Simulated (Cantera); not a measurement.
Input (Python, Cantera) and output of one run.

```python
import numpy as np
import cantera as ct

gas_names = """
    SO3 CO
""".split()
cond_names = """
    C(gr) S(cr1) S(cr2) S(L)
""".split()


def load(file, names, dense=False):
    # The tables refer to 1 bar. Condensed volumes are neglected.
    table = {s.name: s for s in ct.Species.list_from_file(file)}
    out = []
    for n in names:
        d = dict(table[n].input_data)
        d["thermo"] = dict(d["thermo"], **{"reference-pressure": 1e5})
        if dense:
            d["equation-of-state"] = {"model": "constant-volume", "density": "1e6 g/cm^3"}
        out.append(ct.Species.from_dict(d))
    return out


species = {s.name: s for s in load("nasa_gas.yaml", gas_names) + load("nasa_condensed.yaml", cond_names)}
# Each term lists the table entries of one substance; the one whose range holds T is used.
reactions = {
    'SO3(g) + 3 C = 3 CO(g) + S':
        [(-1, ['SO3']), (-3, ['C(gr)']), (3, ['CO']), (1, ['S(cr1)', 'S(cr2)', 'S(L)'])],
}


def pick(names, T):
    return next(species[n] for n in names if species[n].thermo.min_temp <= T <= species[n].thermo.max_temp)


results = []
for label, terms in reactions.items():
    print(label)
    print("     T/K   dH/kJ  dS/(J/K)   dG/kJ   log10 K")
    for T in [300, 450, 550, 650, 750, 850, 950, 1050]:
        used = [(nu, pick(names, T)) for nu, names in terms]
        dH = sum(nu * s.thermo.h(T) for nu, s in used) / 1e6
        dS = sum(nu * s.thermo.s(T) for nu, s in used) / 1e3
        dG = dH - T * dS / 1e3
        logK = -dG * 1e6 / (ct.gas_constant * T * np.log(10))
        results.append((label, T, dH, dS, dG, logK, [s.name for _, s in used]))
        print(f"{T:8g} {dH:8.1f} {dS:8.1f} {dG:8.1f} {logK:8.2f}")
```

Result:

```
SO3(g) + 3 C = 3 CO(g) + S
     T/K   dH/kJ  dS/(J/K)   dG/kJ   log10 K
     300     64.2    351.3    -41.2     7.17
     450     70.6    368.2    -95.1    11.04
     550     72.9    372.9   -132.2    12.56
     650     73.8    374.4   -169.6    13.63
     750     73.6    374.2   -207.0    14.42
     850     73.1    373.5   -244.4    15.02
     950     72.6    373.0   -281.8    15.49
    1050     71.7    372.1   -319.0    15.87
```

Cantera with NASA thermochemical tables; ideal gases at 1 bar, condensed phases pure. Condensed species are held in their standard states even where they would react or evaporate.
